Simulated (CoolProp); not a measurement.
Vapour-liquid equilibrium of ethane (1) + C3F8 (R218) (2) at 269.5 K; x and y are mole fractions of (1).

The numbers come from the multi-fluid Helmholtz-energy mixture model, Bücker 2006 and Lemmon 2006; pair parameters Bell 2016 in CoolProp.

**Question.** Give the bubble pressure and the first vapour's composition at x = 0.05, 0.65, 0.8. Is there an azeotrope?

**Answer.** x = 0.05: 0.5112 MPa, y = 0.283; x = 0.65: 1.733 MPa, y = 0.849; x = 0.8: 1.927 MPa, y = 0.900. No azeotrope shows between x = 0.05 and 0.95.

The pair parameters rest on a limited set of measurements; away from them the model extrapolates.
